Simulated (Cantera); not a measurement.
Input: 1 mol SiHCl3, 0.02 mol CH4, 14 mol H2, 0.8 mol C2H4, at 1.33 mbar.

Method: chemical equilibrium by Gibbs-energy minimisation in Cantera with the NASA 1993 tables (ideal gas, pure condensed phases). Candidate condensed phases: C, C6H6, C7H8, C8H18, Si, SiC; 109 gas species. The tables' values for SiCl3 are old estimates; treat these amounts as uncertain. Rates play no part. All values below are at 1425 K.

Base state: H2 0.830, HCl 0.169, SiCl2 0.000555, H 0.000170, Cl 2.83e-5, SiCl3 1.56e-5 (mole fractions); condensed: C(graphite) + SiC(s).

Task: What changes in the equilibrium state with this change: C2H4 from 0.8 to 0.36 mol?

Result: 
| species | before | after |
|---|---|---|
| H2 | 0.830 | 0.837 |
| HCl | 0.169 | 0.148 |
| SiCl2 | 0.000555 | 0.0151 |
| SiHCl3 | 6.60e-7 | 1.57e-5 |
| SiCl3 | 1.56e-5 | 0.000368 |
| SiCl4 | 1.72e-6 | 3.53e-5 |
| Cl | 2.83e-5 | 2.47e-5 |
| H | 0.000170 | 0.000171 |
| C(graphite), mol | 0.630 | 0 |
| SiC(s), mol | 0.990 | 0.740 |
